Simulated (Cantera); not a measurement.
Cantera run:

```python
import numpy as np
import cantera as ct

gas_names = """
    Cu CuF CuF2 Cu2 F F2 H HF H2 H2F2 H3F3 H4F4 H5F5 H6F6 H7F7 N NF NF2 NF3 NH NH2 NH3 N2 N2H2 N2H4
""".split()
cond_names = """
    Cu(cr) Cu(L) CuF2(s) CuF2(L)
""".split()


# ... load() reads the species with a 1 bar reference pressure and builds the phases ...
atoms = {
    'Cu': {'Cu': 1},
    'HF': {'H': 1, 'F': 1},
    'N2': {'N': 2},
}
top_T = {}  # K; cautious upper limits of use, not melting points


# ... equilibrate(T, P, feed) seeds the gas with the atoms and calls Mixture.equilibrate('TP', solver="vcs", rtol=1e-11, max_steps=5000) ...
results = []
feed = {'Cu': 1, 'HF': 5.9, 'N2': 6.2}  # mol
P = 3.2  # Pa
for T in [723, 823, 923, 1023, 1123, 1223, 1323, 1423, 1523]:
    mix = equilibrate(T, P, feed)
    results.append((T, P, feed, dict(zip(mix.species_names, mix.species_moles))))
    x = sorted(zip(gas.X, gas.species_names), reverse=True)
    print(f"T = {T:g} K  P = {P:g} Pa  gas = {mix.phase_moles(0):.4g} mol")
    print("   x: " + "  ".join(f"{s} {v:.3e}" for v, s in x if v > 0.0001))
    print("   condensed (mol): " + ("  ".join(f"{mix.phase(i).name} {mix.phase_moles(i):.4g}"
          for i in range(1, mix.n_phases) if mix.phase_moles(i) > 1e-12) or "none"))
```

Output:

```
T = 723 K  P = 3.2 Pa  gas = 12.1 mol
   x: N2 5.124e-01  HF 4.876e-01
   condensed (mol): Cu(cr) 1
T = 823 K  P = 3.2 Pa  gas = 12.1 mol
   x: N2 5.124e-01  HF 4.876e-01
   condensed (mol): Cu(cr) 1
T = 923 K  P = 3.2 Pa  gas = 12.1 mol
   x: N2 5.124e-01  HF 4.876e-01
   condensed (mol): Cu(cr) 1
T = 1023 K  P = 3.2 Pa  gas = 12.1 mol
   x: N2 5.124e-01  HF 4.876e-01
   condensed (mol): Cu(cr) 0.9997
T = 1123 K  P = 3.2 Pa  gas = 12.1 mol
   x: N2 5.123e-01  HF 4.874e-01  CuF 1.513e-04
   condensed (mol): Cu(cr) 0.9977
T = 1223 K  P = 3.2 Pa  gas = 12.11 mol
   x: N2 5.119e-01  HF 4.864e-01  Cu 7.168e-04  CuF 6.702e-04  H2 3.346e-04
   condensed (mol): Cu(cr) 0.9832
T = 1323 K  P = 3.2 Pa  gas = 12.22 mol
   x: N2 5.075e-01  HF 4.806e-01  Cu 8.388e-03  CuF 2.346e-03  H2 1.168e-03
   condensed (mol): Cu(cr) 0.8688
T = 1423 K  P = 3.2 Pa  gas = 12.99 mol
   x: N2 4.772e-01  HF 4.478e-01  Cu 6.538e-02  CuF 6.363e-03  H2 3.149e-03
   condensed (mol): Cu(L) 0.06759
T = 1523 K  P = 3.2 Pa  gas = 13.07 mol
   x: N2 4.745e-01  HF 4.464e-01  Cu 7.139e-02  CuF 5.126e-03  H2 2.462e-03  H 2.027e-04
   condensed (mol): none
```

Cantera equilibrium calculation (NASA polynomials, part measured and part estimated; ideal gas, pure solids and liquids).
